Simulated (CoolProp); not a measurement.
A single-stage vapour-compression cycle with R1132(E): evaporating at 306.15 K (dew point), condensing at 333.15 K (bubble point), superheat 2 K, subcooling 2 K, compressor efficiency 0.6, no pressure losses. Each further row changes one setting.

Computed with CoolProp (reference Helmholtz-energy equation of state, Akasaka 2024).

| case | cooling COP | pressure ratio | discharge temperature (K) | refrigerating effect (kJ/kg) | volumetric capacity (kJ/m³) |
|---|---|---|---|---|---|
| as stated | 4.94 | 1.85 | 352.7 | 150 | 10300 |
| evaporating temperature 311.15 K | 6.30 | 1.64 | 349.2 | 150 | 11800 |
| condensing temperature 328.15 K | 6.46 | 1.66 | 344.7 | 161 | 11100 |
| subcooling 7 K | 5.36 | 1.85 | 352.7 | 162 | 11100 |
| superheat 12 K | 4.95 | 1.85 | 363.3 | 163 | 10400 |
| compressor efficiency 0.5 | 4.12 | 1.85 | 356.4 | 150 | 10300 |
